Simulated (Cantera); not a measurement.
**Thermodynamics of hydrogen reduction and annealing atmospheres, feed FeS2 + H2 + H2O**

Charge: 1 mol FeS2, 1.1 mol H2, 5.1 mol H2O, equilibrated at 1225 K and 0.230 bar.

These are equilibrium values from Cantera (NASA tables, ideal gas, pure condensed phases), not measurements of a reactor. Candidate condensed phases: Fe, FeO, Fe(OH)2, Fe(OH)3, FeS, FeSO4, FeS2, Fe2O3, Fe2(SO4)3, Fe3O4, H2O, H2SO4, S; 22 gas species. FeS: taken at fixed stoichiometry. Gases not in the tables: S3 to S7. Kinetics and transport are ignored.

The x(H2O) is 0.788, the x(H2S) comes out as 0.105 and the x(H2) comes out as 0.0786. The x(S2) is 0.0227. The x(SO2) comes out as 0.00565, the x(SH) is 0.000179 and the x(S2O) comes out as 0.000163. The x(SO) is 4.07e-5 and the n(FeS(s)) is 1.00 mol. The gas amount is 6.383 mol and the log10 activity of S(l) (absent) comes out as -1.99. The log10 activity of Fe(γ) (absent) is -2.44 and the log10 activity of Fe(OH)2(s) (absent) is -6.90.
